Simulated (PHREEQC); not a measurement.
Consider water at 40 °C with 0.27 mol/kgw H2SO4 and 0.025 mol/kgw FeSO4. Closed to the air; pH follows from the charge balance.

Equilibrium calculation in PHREEQC: ion-association model, wateq4f.dat.

```json
{
 "pH": "0.67",
 "ionic_strength": "0.346 mol/kgw",
 "activity_of_water": "0.990",
 "total_alkalinity": "-540 meq/kg"
}
```

| species | molality | activity | log γ |
|---|---|---|---|
| H+ | 0.275 | 0.213 | -0.112 |
| HSO4- | 0.256 | 0.175 | -0.164 |
| SO4-2 | 0.0261 | 0.00600 | -0.639 |
| Fe+2 | 0.0117 | 0.00317 | -0.569 |
| FeHSO4+ | 0.00921 | 0.00667 | -0.140 |
| FeSO4 | 0.00405 | 0.00439 | 0.035 |

No solid was allowed to form. Constants without temperature data keep their 25 °C values here.
